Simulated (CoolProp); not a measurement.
Aqueous ethanol as a coolant, 37 % by mass, freezing at -26.8 °C, 1 atm.

Computed with CoolProp (Melinder's fits for secondary coolants).

```
T (°C)  Prandtl number  cp (kJ/(kg K))  density (kg/m³)  viscosity (mPa s)
------  --------------  --------------  ---------------  -----------------
-20.3              277      (withheld)            966.4               25.9
-13.5       (withheld)           3.870            962.7               16.0
-6.7               112           3.926            958.7               10.4
0.1               76.6           3.975            954.6               7.05
6.9               54.4           4.019            950.2               4.99
13.7              40.0           4.057            945.7               3.67
20.5              30.3           4.091            941.0         (withheld)
27.3              23.6           4.121            936.1               2.17
34.1              18.8           4.147       (withheld)               1.73
```

Q: What belongs in the gaps?

A: 
- -20.3, cp (kJ/(kg K)): 3.808
- -13.5, Prandtl number: 172
- 20.5, viscosity (mPa s): 2.79
- 34.1, density (kg/m³): 931.2
